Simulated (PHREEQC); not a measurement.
Make-up at 20 °C: 0.94 mol NaCl, 0.82 mol KCl and 1.5 mol LiCl per kg of water. Closed to the air; pH follows from the charge balance.

All values are PHREEQC results (Pitzer model, pitzer.dat), not measurements.

This is a speciation only: nothing precipitates in the calculation.

Problem. Predict the activity of water, osmotic coefficient.

Solution. activity of water 0.873; osmotic coefficient 1.152.
